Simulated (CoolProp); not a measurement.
Computed with CoolProp (reference Helmholtz-energy equation of state, Zhou 2012).

Question: For m-xylene, give the phase and the density (kg/m³), cp (kJ/(kg K)), speed of sound (m/s), Joule-Thomson coefficient (K/MPa) at 206.85 °C and 0.497 MPa.

Answer: 
- 206.85 °C and 0.497 MPa: liquid; density 682, cp 2.40, speed of sound 645, Joule-Thomson coefficient -0.0839
